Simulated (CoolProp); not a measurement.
Vapour-liquid equilibrium of n-hexane (1) + ethylbenzene (2) at 0.318 bar; x and y are mole fractions of (1).

Computed with CoolProp (multi-fluid Helmholtz-energy mixture model, Thol 2019 and Zhou 2012; pair parameters Bell 2016).

```csv
x,bubble temperature (K),y at the bubble point,dew temperature at overall composition x (K),liquid density (mol/L)
0.05,359.7,0.356,369.5,7.576
0.15,344.8,0.669,366.6,7.647
0.25,335.7,0.796,363.4,7.670
0.35,329.4,0.862,359.9,7.669
0.45,324.7,0.903,355.9,7.654
0.55,321.0,0.930,351.3,7.631
0.65,317.8,0.951,346.0,7.603
0.75,315.1,0.967,339.3,7.570
0.85,312.6,0.981,330.7,7.536
0.95,310.2,0.994,317.9,7.500
```

No azeotrope shows between x = 0.05 and 0.95.

The pair parameters rest on a limited set of measurements; away from them the model extrapolates.
